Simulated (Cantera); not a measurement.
Cantera with NASA thermochemical tables; ideal gases at 1 bar, condensed phases pure. Values are per mole of reaction as written; species without (g) are pure solids or liquids, kept so even where they would boil at 1 bar.

B2O3(g) + N2O(g) ⇌ 2 BN + 2 O2(g), with ΔH° = 252.5 kJ and ΔS° = -64.0 J/K at 300 K.

**Question.** How far is the shortcut ΔG° ≈ ΔH°(300 K) − T·ΔS°(300 K) from the full temperature-dependent value at 798, 848, 898, 948, 998, 1048, 1098 K?

**Answer.** 
```tsv
T (K)	shortcut (kJ)	full (kJ)	difference (kJ)	difference in log10 K
798	303.6	304.6	-1.0	0.06
848	306.8	307.8	-1.1	0.07
898	310.0	311.1	-1.1	0.07
948	313.2	314.3	-1.2	0.06
998	316.4	317.6	-1.2	0.06
1048	319.6	320.8	-1.2	0.06
1098	322.8	323.9	-1.2	0.06
```
The shortcut ignores the heat-capacity change of the reaction.
